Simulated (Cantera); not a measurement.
An isothermal, constant-pressure homogeneous reactor starts with CO : O₂ : H₂O : N₂ = 0.0019 : 0.0058 : 0.074 : 1 (molar parts), equivalence ratio 0.16, at 1150 K and 255 Torr.

Detailed kinetics in Cantera: GRI-Mech 3.0 (53 species, 325 reactions).

x: mole fraction; the columns are a selection and need not sum to one.

```
t (s)        x CO     x O₂   x H₂O      x OH     x NO     x CO₂
--------  -------  -------  ------  --------  -------  --------
0.000100  0.00176  0.00536  0.0684  2.99e-12   <1e-12  7.11e-12
0.000231  0.00176  0.00536  0.0684  1.05e-11   <1e-12  1.76e-11
0.000534  0.00176  0.00536  0.0684  3.74e-11   <1e-12  5.01e-11
0.00123   0.00176  0.00536  0.0684  1.37e-10   <1e-12  1.94e-10
0.00285   0.00176  0.00536  0.0684  6.89e-10   <1e-12         …
0.00658   0.00176  0.00536  0.0684   1.14e-8   <1e-12   2.58e-8
0.0152    0.00174  0.00536  0.0684   4.87e-6   <1e-12   1.19e-5
0.0351          …  0.00479  0.0681         …        …         …
0.0811    3.16e-5  0.00451  0.0684   3.75e-5  5.95e-9   0.00173
0.187     3.60e-6  0.00449  0.0685   1.48e-5  6.05e-9   0.00175
0.433     4.34e-7  0.00449  0.0685   6.83e-6  6.08e-9   0.00176
1.00      4.48e-8  0.00449  0.0685   3.57e-6  6.11e-9   0.00176
```

Complete the blanks.


- 0.00285, x CO₂: 1.27e-9
- 0.0351, x CO: 0.000409
- 0.0351, x OH: 9.82e-5
- 0.0351, x NO: 3.85e-9
- 0.0351, x CO₂: 0.00135
